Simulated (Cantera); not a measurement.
A freely propagating, adiabatic, planar premixed flame of 9.29 % CH4, 10.2 % CO, 16.9 % O2, 63.6 % N2, equivalence ratio 1.4, unburnt at 300 K and 1.00 bar; mixture-averaged transport, grid criteria slope 0.08 and curve 0.16, no radiation.

Cantera simulation using GRI-Mech 3.0 (53 species, 325 reactions); the numbers are that mechanism's predictions, not measurements. Burning velocities carry a grid error of a few per cent, more on coarse grids.

x: mole fraction of selected species; z is measured from the peak of heat release.

```tsv
z (mm)	T (K)	u (m/s)	x CH4	x CO	x O2	x CH2O	x CO2	x NO2
-1.27	300	0.381	0.0928	0.102	0.169	<1e-8	4.99e-8	<1e-8
-0.847	301	0.384	0.0925	0.102	0.168	2.28e-7	2.21e-6	<1e-8
-0.635	309	0.394	0.0918	0.101	0.167	2.39e-6	2.29e-5	(withheld)
-0.423	399	0.514	0.0867	0.101	0.162	6.75e-5	0.000678	(withheld)
-0.212	921	1.21	0.0591	0.108	0.123	0.000649	0.0101	(withheld)
-0.106	1352	1.79	0.0326	0.118	0.0830	0.000809	0.0236	(withheld)
0	1722	2.28	0.00863	0.125	0.0394	0.000476	0.0431	<1e-8
0.106	1883	2.48	0.000884	0.120	0.0140	9.85e-5	0.0627	<1e-8
0.212	1927	2.53	5.54e-5	0.111	0.00522	8.38e-6	0.0764	<1e-8
0.423	1958	2.55	2.39e-7	0.102	0.00175	4.50e-8	0.0877	<1e-8
0.847	1988	2.58	<1e-8	0.0988	0.00101	<1e-8	0.0912	<1e-8
1.69	2020	2.62	<1e-8	0.0990	0.000574	<1e-8	0.0913	<1e-8
3.39	2047	2.65	<1e-8	0.0995	0.000253	<1e-8	0.0911	<1e-8
```

Task: Fill in the missing entries.

Result: 
- -0.635, x NO2: 1.45e-8
- -0.423, x NO2: 2.48e-7
- -0.212, x NO2: 1.92e-7
- -0.106, x NO2: 3.44e-8
